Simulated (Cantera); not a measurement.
Cantera run:

```python
import numpy as np
import cantera as ct

gas_names = """
    NbO2 NO2 N2
""".split()
cond_names = """
    Nb2O5(s) Nb2O5(L)
""".split()


# ... load() reads the species with a 1 bar reference pressure and builds the phases ...
species = {s.name: s for s in load("nasa_gas.yaml", gas_names) + load("nasa_condensed.yaml", cond_names)}
# Each term lists the table entries of one substance; the one whose range holds T is used.
reactions = {
    '8 NbO2(g) + 2 NO2(g) = N2(g) + 4 Nb2O5':
        [(-8, ['NbO2']), (-2, ['NO2']), (1, ['N2']), (4, ['Nb2O5(s)', 'Nb2O5(L)'])],
}


def pick(names, T):
    return next(species[n] for n in names if species[n].thermo.min_temp <= T <= species[n].thermo.max_temp)


results = []
for label, terms in reactions.items():
    print(label)
    print("     T/K   dH/kJ  dS/(J/K)   dG/kJ   log10 K")
    for T in [300, 1325, 1425, 1525, 1625, 1725, 1825]:
        used = [(nu, pick(names, T)) for nu, names in terms]
        dH = sum(nu * s.thermo.h(T) for nu, s in used) / 1e6
        dS = sum(nu * s.thermo.s(T) for nu, s in used) / 1e3
        dG = dH - T * dS / 1e3
        logK = -dG * 1e6 / (ct.gas_constant * T * np.log(10))
        results.append((label, T, dH, dS, dG, logK, [s.name for _, s in used]))
        print(f"{T:8g} {dH:8.1f} {dS:8.1f} {dG:8.1f} {logK:8.2f}")
```

Result:

```
8 NbO2(g) + 2 NO2(g) = N2(g) + 4 Nb2O5
     T/K   dH/kJ  dS/(J/K)   dG/kJ   log10 K
     300  -6066.3  -1921.7  -5489.8   955.84
    1325  -5890.4  -1677.2  -3668.1   144.60
    1425  -5871.2  -1663.2  -3501.1   128.33
    1525  -5851.9  -1650.1  -3335.5   114.25
    1625  -5832.5  -1637.8  -3171.1   101.93
    1725  -5813.2  -1626.2  -3007.9    91.08
    1825  -5367.3  -1376.4  -2855.3    81.72
```

Standard-state values (1 bar) from the NASA 1993 polynomials, evaluated with Cantera. Condensed species are held in their standard states even where they would react or evaporate.
